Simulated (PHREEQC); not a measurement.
## Copper plating or etch bath: speciation

Make-up at 20 °C: 0.01 mol/kgw CuCl2, 0.0086 mol/kgw HCl and 0.041 mol/kgw Na2SO4. Closed to the air; pH follows from the charge balance.

Computed with PHREEQC (ion-association model, wateq4f.dat).

No solid was allowed to form.

**Question.** Predict the pH, ionic strength.

**Answer.** pH 2.44; ionic strength 0.129 mol/kgw.

**Question.** In which forms is S present?

**Answer.** SO4-2 71 %, HSO4- 10 %, CuSO4 10 %, NaSO4- 9.2 % of the S.
